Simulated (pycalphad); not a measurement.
CALPHAD calculation (pycalphad, COST 507 light-alloy database (1999)), 1 atm. The database dates from 1999; later assessments differ in places, in temperatures and in the compounds included. Phase fractions are per mole of atoms.

**Question.** Give the equilibrium state of Al-5.42N (at.%) at 820 K.

**Answer.** fcc, fraction 0.892, with <0.01 N at.%; ALN, fraction 0.108, with 50.0 N at.%.

**Question.** Give the equilibrium state of Al-5.42N (at.%) at 1900 K.

**Answer.** liquid, fraction 0.893, with 0.11 N at.%; ALN, fraction 0.107, with 50.0 N at.%.

Database names, with the compositions (at.%) that they take in these runs: ALN: Al 50 N 50.
